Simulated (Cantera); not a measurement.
**Equilibrium for silicon oxide and oxynitride deposition: Si2H6 + N2O + H2**

Charge: 1 mol Si2H6, 19 mol N2O, 83 mol H2, equilibrated at 1600 °C and 68.0 mbar.

Method: chemical equilibrium by Gibbs-energy minimisation in Cantera with the NASA 1993 tables (ideal gas, pure condensed phases). Candidate condensed phases: H2O, Si, SiO2, Si2N2O, Si3N4; 35 gas species. The feed counts by its element totals alone. The tables hold silica as quartz up to 1696 K and as liquid above; real silica turns to tridymite and cristobalite and melts near 1996 K. The numbers say what is thermodynamically allowed, not how fast it happens.

The x(H2) comes out as 0.673. The x(N2) comes out as 0.181. The x(H2O) comes out as 0.143. The x(H) is 0.00203, the x(SiO) comes out as 0.000596 and the x(OH) is 3.36e-5. The n(SiO2(condensed)) is 1.94 mol. The gas amount comes out as 105.2 mol and the log10 activity of Si(l) (absent) comes out as -6.73.
